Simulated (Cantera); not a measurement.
Cantera run:

```python
import numpy as np
import cantera as ct

gas_names = """
    F F2 N NF NF2 NF3 N2 Si SiF SiF2 SiF3 SiF4 SiN Si2 Si2N Si3
""".split()
cond_names = """
    Si(cr) Si(L) Si3N4(a)
""".split()


# ... load() reads the species with a 1 bar reference pressure and builds the phases ...
atoms = {
    'Si': {'Si': 1},
    'F2': {'F': 2},
    'N2': {'N': 2},
}
top_T = {'Si3N4(a)': 2400}  # K; cautious upper limits of use, not melting points


# ... equilibrate(T, P, feed) seeds the gas with the atoms and calls Mixture.equilibrate('TP', solver="vcs", rtol=1e-11, max_steps=5000) ...
results = []
feed = {'Si': 1, 'F2': 5.1, 'N2': 6.5}  # mol
P = 13332.2  # Pa
for T in [550, 650, 750, 850, 950, 1050, 1150, 1250, 1350, 1450, 1550]:
    mix = equilibrate(T, P, feed)
    results.append((T, P, feed, dict(zip(mix.species_names, mix.species_moles))))
    x = sorted(zip(gas.X, gas.species_names), reverse=True)
    print(f"T = {T:g} K  P = {P:g} Pa  gas = {mix.phase_moles(0):.4g} mol")
    print("   x: " + "  ".join(f"{s} {v:.3e}" for v, s in x if v > 1e-06))
    print("   condensed (mol): " + ("  ".join(f"{mix.phase(i).name} {mix.phase_moles(i):.4g}"
          for i in range(1, mix.n_phases) if mix.phase_moles(i) > 1e-12) or "none"))
```

Result:

```
T = 550 K  P = 13332.2 Pa  gas = 8.537 mol
   x: N2 6.406e-01  NF3 2.417e-01  SiF4 1.171e-01  F2 5.807e-04  F 2.122e-06
   condensed (mol): none
T = 650 K  P = 13332.2 Pa  gas = 8.597 mol
   x: N2 6.396e-01  NF3 2.331e-01  SiF4 1.163e-01  F2 1.091e-02  F 1.406e-04
   condensed (mol): none
T = 750 K  P = 13332.2 Pa  gas = 9.027 mol
   x: N2 6.322e-01  NF3 1.756e-01  SiF4 1.108e-01  F2 7.857e-02  F 2.814e-03
   condensed (mol): none
T = 850 K  P = 13332.2 Pa  gas = 10.09 mol
   x: N2 6.137e-01  F2 2.043e-01  SiF4 9.916e-02  NF3 6.167e-02  F 2.123e-02  NF2 1.148e-06
   condensed (mol): none
T = 950 K  P = 13332.2 Pa  gas = 10.9 mol
   x: N2 5.909e-01  F2 2.303e-01  SiF4 9.171e-02  F 7.658e-02  NF3 1.047e-02  NF2 2.121e-06
   condensed (mol): none
T = 1050 K  P = 13332.2 Pa  gas = 11.63 mol
   x: N2 5.582e-01  F 1.800e-01  F2 1.744e-01  SiF4 8.598e-02  NF3 1.414e-03  NF2 2.370e-06
   condensed (mol): none
T = 1150 K  P = 13332.2 Pa  gas = 12.5 mol
   x: N2 5.200e-01  F 3.040e-01  F2 9.584e-02  SiF4 8.002e-02  NF3 1.550e-04  NF2 1.777e-06
   condensed (mol): none
T = 1250 K  P = 13332.2 Pa  gas = 13.18 mol
   x: N2 4.933e-01  F 3.912e-01  SiF4 7.589e-02  F2 3.965e-02  NF3 1.383e-05
   condensed (mol): none
T = 1350 K  P = 13332.2 Pa  gas = 13.5 mol
   x: N2 4.814e-01  F 4.299e-01  SiF4 7.406e-02  F2 1.464e-02  NF3 1.245e-06
   condensed (mol): none
T = 1450 K  P = 13332.2 Pa  gas = 13.62 mol
   x: N2 4.771e-01  F 4.439e-01  SiF4 7.340e-02  F2 5.607e-03
   condensed (mol): none
T = 1550 K  P = 13332.2 Pa  gas = 13.67 mol
   x: N2 4.756e-01  F 4.489e-01  SiF4 7.316e-02  F2 2.346e-03
   condensed (mol): none
```

These are equilibrium values from Cantera (NASA tables, ideal gas, pure condensed phases), not measurements of a reactor.
